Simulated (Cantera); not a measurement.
Input: 1 mol Fe2O3, 0.53 mol H2S, 4 mol N2, equilibrated at 49.0 mbar.

Cantera equilibrium calculation (NASA polynomials, part measured and part estimated; ideal gas, pure solids and liquids). Candidate condensed phases: Fe, FeO, Fe(OH)2, Fe(OH)3, FeS, FeSO4, FeS2, Fe2O3, Fe2(SO4)3, Fe3O4, H2O, H2SO4, S; 38 gas species. Metal and sulfide melt together well below either melting point, which pure phases cannot show. Mutual solubility and eutectic melting of coexisting phases are not modelled. The tables' stoichiometric FeO is somewhat more stable than real wüstite, so its field is too wide. FeO, FeS: taken at fixed stoichiometry. Gases not in the tables: S3 to S7. Rates play no part.

x: gas mole fraction; n: condensed amount in mol.

```csv
T (K),x N2,x H2O,x SO2,x S2,x H2,n FeS(s),n Fe3O4(s),n FeO(s)
800,0.854,0.112,0.0318,0.000895,9.46e-5,0.366,0.545,0
900,0.854,0.111,0.0313,0.00166,0.000334,0.361,0.546,0
1000,0.854,0.111,0.0305,0.00275,0.000926,0.354,0.549,0
1100,0.853,0.109,0.0297,(withheld),(withheld),0.344,0.552,0
1200,0.850,0.107,0.0307,0.00613,0.00422,0.319,0.526,0.102
1300,0.816,0.0994,0.0572,0.0186,0.00643,0.0519,0,1.95
1400,0.812,0.0945,0.0537,0.0250,(withheld),0,0,2.00
1500,0.811,0.0906,0.0551,0.0239,0.0149,0,0,2.00
```

**Question.** Fill in the missing entries.

**Answer.** 
- 1400, x H2: 0.0107
- 1100, x S2: 0.00415
- 1100, x H2: 0.00215
